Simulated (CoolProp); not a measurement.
A single-stage vapour-compression cycle with R125: evaporating at 255.15 K (dew point), condensing at 288.15 K (bubble point), superheat 10 K, subcooling 0 K, compressor efficiency 0.65, no pressure losses. Each further row changes one setting.

Model: reference Helmholtz-energy equation of state, Lemmon 2005, in CoolProp.

| case | cooling COP | pressure ratio | discharge temperature (K) | refrigerating effect (kJ/kg) | volumetric capacity (kJ/m³) |
|---|---|---|---|---|---|
| as stated | 4.08 | 2.89 | 309.2 | 113 | 2450 |
| evaporating temperature 260.15 K | 5.03 | 2.41 | 307.2 | 116 | 2980 |
| condensing temperature 283.15 K | 4.99 | 2.50 | 303.0 | 119 | 2590 |
| subcooling 5 K | 4.32 | 2.89 | 309.2 | 119 | 2590 |
| superheat 20 K | 4.14 | 2.89 | 319.5 | 121 | 2490 |
| compressor efficiency 0.55 | 3.45 | 2.89 | 314.6 | 113 | 2450 |
